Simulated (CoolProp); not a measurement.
Oxygen along the isotherm -103.85 °C: density (kg/m³) from the reference equation and from simpler models built on Tc = -118.6 °C, pc = 5.046 MPa, ω = 0.022; each cubic takes its own stable root.

Values from CoolProp's reference Helmholtz-energy equation of state, Schmidt 1985.

| p (MPa) | phase | reference |
|---|---|---|
| 0.16 | gas | 3.667 |
| 0.248 | gas | 5.709 |
| 0.387 | gas | 8.974 |
| 0.602 | gas | 14.12 |
| 0.938 | gas | 22.41 |
| 1.46 | gas | 35.96 |
| 2.27 | gas | 58.87 |
| 3.54 | gas | 101.0 |
| 5.51 | supercritical | 193.5 |
| 8.59 | supercritical | 496.2 |
| 13.4 | supercritical | 690.7 |
| 20.8 | supercritical | 789.4 |
| 32.4 | supercritical | 870.1 |
| 50.5 | supercritical | 946.0 |

**Question.** How far does each simpler model (ideal gas, van der Waals, Redlich-Kwong, Soave-Redlich-Kwong, Peng-Robinson) lie from the reference over these 14 states: mean and median of the absolute difference, and the worst?

**Answer.** 
- ideal gas: mean 20.1 %, median 13.9 %, worst -60.6 % at -103.85 °C and 8.59 MPa
- van der Waals: mean 6.7 %, median 0.7 %, worst -21.6 % at -103.85 °C and 50.5 MPa
- Redlich-Kwong: mean 1.6 %, median 0.2 %, worst -8.2 % at -103.85 °C and 8.59 MPa
- Soave-Redlich-Kwong: mean 1.7 %, median 0.2 %, worst -9.1 % at -103.85 °C and 8.59 MPa
- Peng-Robinson: mean 3.1 %, median 1.9 %, worst +11.5 % at -103.85 °C and 50.5 MPa
